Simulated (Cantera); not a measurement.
Charge: 1 mol V, 0.12 mol N2, 16 mol H2, equilibrated at 1973 K and 0.0100 bar.

Equilibrium computed with Cantera from the NASA thermochemical tables; the gas is ideal and each condensed phase is pure. Candidate condensed phases: V, VN; 11 gas species. Condensed phases not in the tables: V2N, N, O or C dissolved in the metal. Equilibrium is a limit: real reactors are often held back by kinetics, nucleation or transport.

Base state: H2 0.979, H 0.0134, N2 0.00739, V 0.000152 (mole fractions); condensed: V(s).

Question: What changes in the equilibrium state with this change: pressure from 0.0100 bar to 0.0240 bar?

Answer: 
```
species      before    after
---------  --------  -------
H2            0.979    0.984
H            0.0134  0.00864
N2          0.00739  0.00741
V          0.000152  6.34e-5
V(s), mol     0.998    0.999
```
